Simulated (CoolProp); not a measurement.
Values from CoolProp's reference Helmholtz-energy equation of state, Thol 2015.

Problem. Give the vapour pressure (MPa), vapour density (kg/m³), enthalpy of vaporisation (kJ/kg), liquid cp (kJ/(kg K)) of saturated octamethylcyclotetrasiloxane (D4) at 115.95, 148.35 °C.

Solution. 
```json
[
 {"T (°C)": "115.95", "p (MPa)": "0.0163", "vapour density (kg/m³)": "1.52", "enthalpy of vaporisation (kJ/kg)": "153", "liquid cp (kJ/(kg K))": "1.85"},
 {"T (°C)": "148.35", "p (MPa)": "0.0477", "vapour density (kg/m³)": "4.22", "enthalpy of vaporisation (kJ/kg)": "141", "liquid cp (kJ/(kg K))": "1.93"}
]
```
